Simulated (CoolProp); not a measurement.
Values from CoolProp's reference Helmholtz-energy equation of state, Lemmon 2006. It is a short technical equation, of lower accuracy than the large ones.

For acetone, give the phase and the density (kg/m³), cp (kJ/(kg K)), isothermal compressibility (1/MPa), expansivity (1/kK) at 276.85 °C and 6700 kPa; 276.85 °C and 10100 kPa; 276.85 °C and 36900 kPa.


- 276.85 °C and 6700 kPa: supercritical; density 185, cp 4.84, isothermal compressibility 0.389, expansivity 18.5
- 276.85 °C and 10100 kPa: supercritical; density 389, cp 3.78, isothermal compressibility 0.0677, expansivity 8.87
- 276.85 °C and 36900 kPa: supercritical; density 572, cp 2.67, isothermal compressibility 0.00507, expansivity 1.79
